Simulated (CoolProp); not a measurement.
Saturation properties of ammonia (Tc = 405.6 K, pc = 11.36 MPa, ω = 0.256).

Values from CoolProp's reference Helmholtz-energy equation of state, Gao 2020.

```csv
T (K),p (MPa),vapour density (kg/m³),enthalpy of vaporisation (kJ/kg),liquid cp (kJ/(kg K)),surface tension (mN/m)
305.5,1.250,9.684,1134,4.849,18.8
313,1.548,11.97,1100,4.932,17.1
320.5,1.897,14.70,1064,5.030,15.5
328,2.301,17.93,1026,5.147,13.8
335.5,2.768,21.76,984.6,5.290,12.2
343,3.301,26.30,940.2,5.468,10.7
350.6,3.917,31.81,891.5,5.696,9.11
358.1,4.605,38.34,839.0,5.992,7.62
365.6,5.380,46.26,781.1,6.397,6.18
373.1,6.249,56.04,716.1,6.988,4.80
380.6,7.222,68.44,641.7,7.934,3.49
388.1,8.307,84.92,553.0,9.690,2.25
```

It boils at 239.8 K under 1 atm.

Surface tension comes from a separate correlation (Mulero 2012).
